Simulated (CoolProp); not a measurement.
Values from CoolProp's reference Helmholtz-energy equation of state, Lemmon 2006. It is a short technical equation, of lower accuracy than the large ones.

Task: For nitrous oxide, give the phase and the cp (kJ/(kg K)), isothermal compressibility (1/MPa), expansivity (1/kK) at 286.6 K and 268 bar; 337.3 K and 268 bar; 347.4 K and 268 bar.

Result: 
- 286.6 K and 268 bar: liquid; cp 1.79, isothermal compressibility 0.00380, expansivity 3.38
- 337.3 K and 268 bar: supercritical; cp 1.98, isothermal compressibility 0.0103, expansivity 5.09
- 347.4 K and 268 bar: supercritical; cp 2.02, isothermal compressibility 0.0128, expansivity 5.52
